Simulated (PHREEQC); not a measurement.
1 kg of water holding 0.35 mol/kgw MgSO4 and 0.11 mol/kgw K2SO4 is evaporated at 25 °C; the solids stay in contact with the brine. CO2 from the air is kept out. The run lets Arcanite, Brucite, Epsomite, Hexahydrite, Kieserite, Leonite, Misenite, Schoenite precipitate or redissolve, and no other solid.

Equilibrium calculation in PHREEQC: Pitzer model, pitzer.dat.

| water left (kg) | ionic strength | water activity | Epsomite (mol) | Schoenite (mol) | Mg in solution (mol/kgw) |
|---|---|---|---|---|---|
| 1 | 1.73 | 0.989 | 0 | 0 | 0.350 |
| 0.6755 | ? | 0.985 | 0 | 0 | 0.518 |
| 0.4563 | 3.79 | 0.978 | 0 | 0 | ? |
| 0.3082 | ? | 0.967 | 0 | 0 | 1.14 |
| 0.2082 | 8.31 | 0.947 | 0 | 0 | ? |
| 0.1697 | ? | ? | 0 | 0.0136 | ? |
| 0.1086 | 11.8 | 0.911 | 0 | 0.0647 | ? |
| 0.05827 | 13.4 | 0.887 | 0.0796 | 0.0905 | 3.09 |
| 0.01719 | 13.4 | 0.887 | 0.193 | 0.104 | 3.09 |

Q: Some entries are withheld; supply them.

A: 
- 0.6755, ionic strength: 2.56
- 0.4563, Mg in solution (mol/kgw): 0.767
- 0.3082, ionic strength: 5.61
- 0.2082, Mg in solution (mol/kgw): 1.68
- 0.1697, ionic strength: 9.64
- 0.1697, water activity: 0.934
- 0.1697, Mg in solution (mol/kgw): 1.98
- 0.1086, Mg in solution (mol/kgw): 2.63

Species that the database lacks are ignored.
